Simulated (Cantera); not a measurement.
Cantera with NASA thermochemical tables; ideal gases at 1 bar, condensed phases pure. Values are per mole of reaction as written; species without (g) are pure solids or liquids, kept so even where they would boil at 1 bar.

H₂(g) + ZrO₂ ⇌ Zr + 2 OH(g)

```
T (K)  ΔH° (kJ)  ΔS° (J/K)  ΔG° (kJ)  log10 K         condensed phases
-----  --------  ---------  --------  -------  -----------------------
300      1176.2      225.3    1108.6  -193.02  ZrO₂(monoclinic), Zr(α)
1150     1169.9      214.1     923.7   -41.95  ZrO₂(monoclinic), Zr(β)
1250     1168.2      212.7     902.3   -37.71  ZrO₂(monoclinic), Zr(β)
1350     1166.5      211.4     881.1   -34.09  ZrO₂(monoclinic), Zr(β)
1450     1164.8      210.2     860.0   -30.98  ZrO₂(monoclinic), Zr(β)
1550        ___        ___       ___      ___  ZrO₂(tetragonal), Zr(β)
1650     1156.7      204.7     818.8   -25.92  ZrO₂(tetragonal), Zr(β)
1750        ___        ___       ___      ___  ZrO₂(tetragonal), Zr(β)
1850     1155.0      203.8     778.0   -21.97  ZrO₂(tetragonal), Zr(β)
```

Task: What belongs in the gaps?

Result: 
- 1550, ΔH° (kJ): 1157.6
- 1550, ΔS° (J/K): 205.3
- 1550, ΔG° (kJ): 839.3
- 1550, log10 K: -28.29
- 1750, ΔH° (kJ): 1155.8
- 1750, ΔS° (J/K): 204.2
- 1750, ΔG° (kJ): 798.4
- 1750, log10 K: -23.83
